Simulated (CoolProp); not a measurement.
Vapour-liquid equilibrium of R125 (1) + cyclopropane (2) at 1.23 MPa; x and y are mole fractions of (1).

Model: multi-fluid Helmholtz-energy mixture model, Lemmon 2005 and Polt 1992; pair parameters Bell 2016, in CoolProp. This equation is an older, rougher fit; its heat capacities, sound speeds and derivatives of the liquid may be far off and weren't checked against measurements.

```csv
x,"bubble temperature, mixture model (K)","bubble temperature, Raoult's law (K)","y, mixture model","y, Raoult's law"
0.05,312.5,317.4,0.162,0.090
0.125,305.7,314.8,0.320,0.212
0.2,301.4,312.4,0.417,0.321
0.275,298.6,310.1,0.484,0.417
0.35,296.6,308.0,0.534,0.505
0.425,295.3,306.1,0.575,0.583
0.5,294.2,304.2,0.614,0.655
0.575,293.4,302.4,0.653,0.720
0.65,292.8,300.7,0.695,0.779
0.725,292.5,299.1,0.742,0.834
0.8,292.4,297.6,0.797,0.884
0.875,292.6,296.2,0.861,0.930
0.95,293.2,294.8,0.939,0.973
```

The largest gap from Raoult's law is -11.5 K in bubble temperature, at x = 0.275. y crosses x between x = 0.725 and 0.8: the model has an azeotrope there.

Pair parameters are fitted to limited data, so mixtures are less certain than the pure fluids.
